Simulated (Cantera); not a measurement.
A Cantera script and what it prints.

```python
import numpy as np
import cantera as ct

gas_names = """
    H HNO HNO2 HNO3 HO2 H2 H2O H2O2 N NH NH2 NH3 NH2OH NO NO2 NO3 N2 N2H2 N2H4 N2O O OH O2 O3 Si SiH
    SiH2 SiH3 SiH4 SiN SiO SiO2 Si2 Si2N Si3
""".split()
cond_names = """
    H2O(s) H2O(L) Si(cr) Si(L) SiO2(Lqz) SiO2(hqz) SiO2(L) Si2N2O(s) Si3N4(a)
""".split()


# ... load() reads the species with a 1 bar reference pressure and builds the phases ...
atoms = {
    'SiH4': {'Si': 1, 'H': 4},
    'NO': {'N': 1, 'O': 1},
}
top_T = {'Si2N2O(s)': 2100, 'Si3N4(a)': 2400}  # K; cautious upper limits of use, not melting points


# ... equilibrate(T, P, feed) seeds the gas with the atoms and calls Mixture.equilibrate('TP', solver="vcs", rtol=1e-11, max_steps=5000) ...
results = []
T = 1300  # K
P = 48  # Pa
for m in [0.86, 1.2, 1.7, 2.4, 3.4, 4.8, 6.8, 9.6, 13]:
    feed = {'SiH4': 1, 'NO': m}  # mol
    mix = equilibrate(T, P, feed)
    results.append((T, P, feed, dict(zip(mix.species_names, mix.species_moles))))

top = {s: max(r[3][s] / sum(r[3][g] for g in gas_names) for r in results) for s in gas_names}
cols = sorted((s for s in top if top[s] > 0.001), key=lambda s: -top[s])[:8]
seen = [c for c in cond_names if any(r[3].get(c, 0) > 1e-12 for r in results)]
print("log10 of partial pressures in bar; condensed amounts in mol")
print(f"{'n(NO)':>10s}" + "".join(f"{s[:9]:>10s}" for s in cols + seen))
for T, P, feed, n in results:
    ng = sum(n[g] for g in gas_names)
    print(f"{feed['NO']:10.4g}" + "".join(f"{np.log10(max(n[s] / ng * P / 1e5, 1e-99)):10.3f}" for s in cols)
          + "".join(f"{n.get(c, 0):10.4g}" for c in seen))
```

Output:

```
log10 of partial pressures in bar; condensed amounts in mol
     n(NO)        H2        N2       H2O        O2 SiO2(hqz) Si2N2O(s)
      0.86    -3.330    -4.929    -8.301   -24.065    0.2397    0.3797
       1.2    -3.386    -4.164    -8.102   -23.555    0.4665    0.2665
       1.7    -3.457    -3.883    -8.079   -23.367    0.7998   0.09985
       2.4    -3.620    -3.745    -4.222   -15.327         1         0
       3.4    -4.109    -3.657    -3.741   -13.387         1         0
       4.8    -8.561    -3.620    -3.699    -4.399         1         0
       6.8    -8.909    -3.620    -3.850    -4.006         1         0
       9.6    -9.135    -3.620    -4.000    -3.854         1         0
        13    -9.303    -3.620    -4.132    -3.780         1         0
```

Method: chemical equilibrium by Gibbs-energy minimisation in Cantera with the NASA 1993 tables (ideal gas, pure condensed phases). Mutual solubility and eutectic melting of coexisting phases are not modelled. The tables hold silica as quartz up to 1696 K and as liquid above; real silica turns to tridymite and cristobalite and melts near 1996 K.
